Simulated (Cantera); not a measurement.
Mixture: CH4 : O2 : N2 = 1 : 1.33 : 5.87 (molar parts), equivalence ratio 1.5, at 1.00 bar, adiabatic and at constant pressure. Ignition delay is the time to a rise of 400 K.

Computed with Cantera and GRI-Mech 3.0 (53 species, 325 reactions).

Question: What does this change do: N2 5.87 to 8.5 parts?

Answer: 
| quantity | before | after |
|---|---|---|
| delay at 1275 K | 23.6 ms | 34.2 ms |
| delay at 1425 K | 3.65 ms | 5.18 ms |
| delay at 1575 K | 0.754 ms | 1.03 ms |
| delay at 1725 K | 0.217 ms | 0.284 ms |
| delay at 1875 K | 82.1 µs | 0.106 ms |
| apparent activation energy between 1725 and 1875 K | 170 kJ/mol | 180 kJ/mol |

Question: What does this change do: O2 1.33 to 0.99 parts?

Answer: 
| quantity | before | after |
|---|---|---|
| delay at 1275 K | 23.6 ms | 37.2 ms |
| delay at 1425 K | 3.65 ms | 5.60 ms |
| delay at 1575 K | 0.754 ms | 1.09 ms |
| delay at 1725 K | 0.217 ms | 0.292 ms |
| delay at 1875 K | 82.1 µs | 0.107 ms |
| apparent activation energy between 1725 and 1875 K | 170 kJ/mol | 180 kJ/mol |
